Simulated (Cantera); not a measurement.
A closed system holds: 1 mol TiO₂, 2.7 mol CO, 1.6 mol CH₄, held at 1173.15 K and 10.0 Torr.

Method: chemical equilibrium by Gibbs-energy minimisation in Cantera with the NASA 1993 tables (ideal gas, pure condensed phases). Candidate condensed phases: C, C₆H₆, C₇H₈, C₈H₁₈, H₂O, Ti, TiC, TiO, TiO₂, Ti₂O₃, Ti₃O₅, Ti₄O₇; 113 gas species. Condensed phases not in the tables: Magnéli phases beyond Ti₄O₇. Rates play no part.

Base state: H₂ 0.520, CO 0.480, H₂O 0.000118, CO₂ 8.53e-5, CH₄ 7.01e-5 (mole fractions); condensed: C(graphite) + Ti₄O₇(s).

Question: What changes in the equilibrium state with this change: temperature from 1173.15 K to 2223 K?

Answer: 
```json
[
 {"species": "CO", "before": "0.480", "after": "0.545"},
 {"species": "H₂", "before": "0.520", "after": "0.418"},
 {"species": "H", "before": "7.39e-7", "after": "0.0358"},
 {"species": "TiO", "before": "<1e-9", "after": "0.00116"},
 {"species": "Ti", "before": "<1e-9", "after": "0.000704"},
 {"species": "CH₄", "before": "7.01e-5", "after": "2.28e-9"},
 {"species": "CO₂", "before": "8.53e-5", "after": "9.97e-6"},
 {"species": "H₂O", "before": "0.000118", "after": "4.10e-5"},
 {"species": "C(graphite), mol", "before": "1.35", "after": "0"},
 {"species": "Ti₄O₇(s), mol", "before": "0.250", "after": "0"},
 {"species": "TiC(s), mol", "before": "0", "after": "0.298"},
 {"species": "TiO(l), mol", "before": "0", "after": "0.689"}
]
```
Mutual solubility and eutectic melting of coexisting phases are not modelled. TiC, TiO: taken at fixed stoichiometry. Condensed phases not in the tables: solid solutions among these carbides, nitrides and lower oxides.
